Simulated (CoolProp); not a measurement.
Model: reference Helmholtz-energy equation of state, Gao 2022, in CoolProp.

Question: Give the vapour pressure (MPa), enthalpy of vaporisation (kJ/kg), vapour Z of saturated n-perfluoropentane at 349.9 K.

Answer: 
```
T (K)  p (MPa)  enthalpy of vaporisation (kJ/kg)  vapour Z
-----  -------  --------------------------------  --------
349.9    0.438                              74.2     0.836
```
